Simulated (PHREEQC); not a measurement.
**Leach liquor (model solution)**

Solution (25 °C): 0.0068 mol/kgw H2SO4, 9.4e-05 mol/kgw Al2(SO4)3 and 0.00023 mol/kgw Fe2(SO4)3. Closed to the air; pH follows from the charge balance.

The numbers come from PHREEQC with the ion-association model, wateq4f.dat.

Each row changes one thing in this solution. Precipitation was switched off in this run.

| case | pH | ionic strength (mol/kgw) | SO4-2 (mol/kgw) | HSO4- (mol/kgw) |
|---|---|---|---|---|
| as made | 2.02 | 0.0161 | 0.00435 | 0.00282 |
| diluted 5-fold with water | 2.63 | 0.00403 | 0.00123 | 0.000231 |
| temperature from 25 to 30 °C | 2.02 | ? | 0.00418 | 0.00299 |
| diluted 100-fold with water | 3.85 | 0.000236 | 7.64e-5 | ? |
| temperature from 25 to 5 °C | 1.99 | 0.0173 | 0.00492 | ? |
| Fe2(SO4)3 left out | 2.01 | 0.0154 | 0.00417 | 0.00275 |
| H2SO4 from 0.0068 to 0.0136 mol/kgw | 1.76 | 0.0276 | 0.00672 | 0.00722 |
| Al2(SO4)3 left out | 2.01 | ? | 0.00426 | 0.00279 |
| Fe2(SO4)3 from 0.00023 to 0.000253 mol/kgw | 2.02 | 0.0162 | 0.00437 | 0.00283 |

Question: Some entries are withheld; supply them.

Answer: 
- temperature from 25 to 30 °C, ionic strength (mol/kgw): 0.0158
- diluted 100-fold with water, HSO4- (mol/kgw): 9.89e-7
- temperature from 25 to 5 °C, HSO4- (mol/kgw): 0.00226
- Al2(SO4)3 left out, ionic strength (mol/kgw): 0.0157

Some of these states are supersaturated (in Hematite (slow to form), Goethite (slow to form), for instance). At this temperature some constants are extrapolated from 25 °C, and those without enthalpy data are left unchanged.
